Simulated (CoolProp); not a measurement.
n-perfluorohexane along the isotherm 176.85 °C: Z from the reference equation and from simpler models built on Tc = 174.9 °C, pc = 1.742 MPa, ω = 0.497; each cubic takes its own stable root.

The numbers come from the reference Helmholtz-energy equation of state, Gao 2022 in CoolProp.

```tsv
p (MPa)	phase	reference	Redlich-Kwong	Soave-Redlich-Kwong
0.218	gas	0.9555	0.9567	0.9569
0.435	gas	0.9079	0.9110	0.9114
0.653	gas	0.8562	0.8617	0.8624
0.871	gas	0.7991	0.8080	0.8090
1.09	gas	0.7345	0.7478	0.7493
1.31	gas	0.6583	0.6776	0.6799
1.52	gas	0.5665	0.5937	0.5975
1.74	gas	0.4105	0.4451	0.4585
1.96	supercritical	0.2007	0.2639	0.2692
2.18	supercritical	0.2056	0.2675	0.2706
2.39	supercritical	0.2164	0.2779	0.2804
2.61	supercritical	0.2294	0.2913	0.2934
```
